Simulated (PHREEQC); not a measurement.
A solution holds 0.0067 mol/kgw CuSO4, 0.0012 mol/kgw HCl and 0.13 mol/kgw KCl, at 80 °C. Closed to the air; pH follows from the charge balance.

The numbers come from PHREEQC with the ion-association model, wateq4f.dat.

Problem. The ionic strength comes out as 0.145 mol/kgw. What activity coefficients do CuCl+, H+, SO4-2, K+, Cu+2 get?

Solution. CuCl+ 0.72, H+ 0.79, SO4-2 0.29, K+ 0.71, Cu+2 0.32.

This is a speciation only: nothing precipitates in the calculation. Away from 25 °C the constants follow the database's enthalpies or fits; those with neither stay at their 25 °C values.
